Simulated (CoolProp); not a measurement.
Values from CoolProp's reference Helmholtz-energy equation of state, Kamei 1995.

Question: Give the vapour pressure (MPa), vapour density (kg/m³), surface tension (mN/m) of saturated R22 at 307.6 K.

Answer: 
```tsv
T (K)	p (MPa)	vapour density (kg/m³)	surface tension (mN/m)
307.6	1.34	57.1	6.79
```

Surface tension comes from a separate correlation (Mulero 2012).
